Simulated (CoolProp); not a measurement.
Vapour-liquid equilibrium of dimethyl ether (1) + ethanol (2) at 358.1 K; x and y are mole fractions of (1).

The numbers come from the multi-fluid Helmholtz-energy mixture model, Wu 2011 and Schroeder 2014; pair parameters Bell 2016 in CoolProp.

| x | bubble pressure (kPa) | y at the bubble point | dew pressure at overall composition x (kPa) | liquid density (mol/L) |
|---|---|---|---|---|
| 0.05 | 289.3 | 0.554 | 137.2 | 15.72 |
| 0.15 | 585.2 | 0.788 | 153.3 | ? |
| 0.25 | 850.8 | 0.860 | 173.7 | 15.18 |
| 0.35 | 1087 | 0.896 | 200.0 | 14.88 |
| 0.45 | 1298 | 0.919 | ? | 14.55 |
| 0.55 | ? | ? | 286.7 | ? |
| 0.65 | 1676 | 0.948 | 365.5 | ? |
| 0.75 | 1864 | 0.960 | ? | 13.33 |
| 0.85 | 2071 | ? | 800.1 | 12.80 |
| 0.95 | 2317 | 0.990 | 1707 | 12.17 |

Problem. Fill in the missing entries.

Solution. 
- 0.15, liquid density (mol/L): 15.46
- 0.45, dew pressure at overall composition x (kPa): 235.7
- 0.55, bubble pressure (kPa): 1491
- 0.55, y at the bubble point: 0.935
- 0.55, liquid density (mol/L): 14.19
- 0.65, liquid density (mol/L): 13.78
- 0.75, dew pressure at overall composition x (kPa): 503.0
- 0.85, y at the bubble point: 0.974

No azeotrope shows between x = 0.05 and 0.95.

The pair parameters rest on a limited set of measurements; away from them the model extrapolates. The gap from Raoult's law changes sign with composition, which may be real or a fault of the pair parameters; it wasn't checked against measurements.
